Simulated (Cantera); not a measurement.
Cantera run:

```python
import numpy as np
import cantera as ct

gas_names = """
    C CH CH2 CH3 CH2OH CH3O CH4 CH3OH CO CO2 COOH C2 C2H CHCO,ketyl C2H2,acetylene C2H2,vinylidene
    CH2CO,ketene C2H3,vinyl CH3CO,acetyl C2H4 C2H4O,ethylen CH3CHO,ethanal CH3COOH (HCOOH)2 C2H5 C2H6
    CH3OCH3 C2H5OH C2O C3 C3H3,propargyl C3H4,allene C3H4,propyne C3H4,cyclo- C3H5,allyl C3H6,propylene
    C3H6,cyclo- C3H6O C3H7,n-propyl C3H7,i-propyl C3H8 C3H8O,1propanol C3H8O,2propanol C3O2 C4 C4H2
    C4H4,1,3-cyclo- C4H6,butadiene C4H6,2-butyne C4H6,cyclo- C4H8,1-butene C4H8,cis2-buten
    C4H8,tr2-butene C4H8,isobutene C4H8,cyclo- (CH3COOH)2 C4H9,n-butyl C4H9,i-butyl C4H9,s-butyl
    C4H9,t-butyl C4H10,isobutane C4H10,n-butane C5 C5H6,1,3cyclo- C5H8,cyclo- C5H10,1-pentene
    C5H10,cyclo- C5H11,pentyl C5H11,t-pentyl C5H12,n-pentane C5H12,i-pentane CH3C(CH3)2CH3 C6H2
    C6H5,phenyl C6H5O,phenoxy C6H6 C6H5OH,phenol C6H10,cyclo- C6H12,1-hexene C6H12,cyclo- C6H13,n-hexyl
    C7H7,benzyl C7H8 C7H8O,cresol C7H14,1-heptene C7H15,n-heptyl C7H16,n-heptane C8H8,styrene
    C8H10,ethylbenz C8H16,1-octene C8H17,n-octyl C8H18,isooctane C8H18,n-octane C9H19,n-nonyl
    C10H8,naphthale C10H21,n-decyl C12H9,o-bipheny C12H10,bipheny H HCO HO2 H2 HCHO,formaldehy HCOOH H2O
    H2O2 O OH O2 O3
""".split()
cond_names = """
    C(gr) C6H6(L) C7H8(L) C8H18(L),n-octa H2O(s) H2O(L)
""".split()


def load(file, names, dense=False):
    # The tables refer to 1 bar. Condensed volumes are neglected.
    table = {s.name: s for s in ct.Species.list_from_file(file)}
    out = []
    for n in names:
        d = dict(table[n].input_data)
        d["thermo"] = dict(d["thermo"], **{"reference-pressure": 1e5})
        if dense:
            d["equation-of-state"] = {"model": "constant-volume", "density": "1e6 g/cm^3"}
        out.append(ct.Species.from_dict(d))
    return out


gas = ct.Solution(thermo="ideal-gas", species=load("nasa_gas.yaml", gas_names))
cond = {s.name: ct.Solution(thermo="fixed-stoichiometry", species=[s], name=s.name)
        for s in load("nasa_condensed.yaml", cond_names, dense=True)}
atoms = {
    'C3H8': {'C': 3, 'H': 8},
    'H2': {'H': 2},
    'O2': {'O': 2},
}
top_T = {'C(gr)': 4500}  # K; cautious upper limits of use, not melting points


def equilibrate(T, P, feed):
    n = {}
    for name, mol in feed.items():
        for a, k in atoms[name].items():
            n[a] = n.get(a, 0.0) + k * mol
    gas.TPX = T, P, n
    mass = sum(n.values()) * gas.mean_molecular_weight
    gas.equilibrate("TP")
    valid = [c for c in cond.values() if c.min_temp <= T <= top_T.get(c.name, c.max_temp)]
    mix = ct.Mixture([(gas, mass / gas.mean_molecular_weight)] + [(c, 0.0) for c in valid])
    mix.T, mix.P = T, P
    mix.equilibrate("TP", solver="vcs", rtol=1e-11, max_steps=5000)
    return mix


results = []
T = 848.15  # K
P = 2900  # Pa
for m in [2.2, 3, 4.2, 5.9, 8.3, 12, 16, 22, 31, 44]:
    feed = {'C3H8': 1, 'H2': m, 'O2': 0.34}  # mol
    mix = equilibrate(T, P, feed)
    results.append((T, P, feed, dict(zip(mix.species_names, mix.species_moles))))

top = {s: max(r[3][s] / sum(r[3][g] for g in gas_names) for r in results) for s in gas_names}
cols = sorted((s for s in top if top[s] > 0.001), key=lambda s: -top[s])[:7]
seen = [c for c in cond_names if any(r[3].get(c, 0) > 1e-12 for r in results)]
print("log10 of partial pressures in bar; condensed amounts in mol")
print(f"{'n(H2)':>10s}" + "".join(f"{s[:9]:>10s}" for s in cols + seen))
for T, P, feed, n in results:
    ng = sum(n[g] for g in gas_names)
    print(f"{feed['H2']:10.4g}" + "".join(f"{np.log10(max(n[s] / ng * P / 1e5, 1e-99)):10.3f}" for s in cols)
          + "".join(f"{n.get(c, 0):10.4g}" for c in seen))
```

Result:

```
log10 of partial pressures in bar; condensed amounts in mol
     n(H2)        H2        CO       CH4       H2O       CO2     C(gr)
       2.2    -1.590    -2.640    -3.373    -3.363    -3.924      2.35
         3    -1.585    -2.686    -3.364    -3.404    -4.015     2.335
       4.2    -1.579    -2.746    -3.353    -3.459    -4.136     2.313
       5.9    -1.574    -2.820    -3.342    -3.527    -4.283     2.282
       8.3    -1.568    -2.906    -3.331    -3.608    -4.456     2.239
        12    -1.563    -3.012    -3.321    -3.709    -4.668     2.174
        16    -1.560    -3.104    -3.314    -3.797    -4.851     2.103
        22    -1.557    -3.213    -3.307    -3.903    -5.069     1.997
        31    -1.554    -3.337    -3.302    -4.024    -5.318     1.838
        44    -1.552    -3.471    -3.297    -4.156    -5.586     1.609
```

Method: chemical equilibrium by Gibbs-energy minimisation in Cantera with the NASA 1993 tables (ideal gas, pure condensed phases).
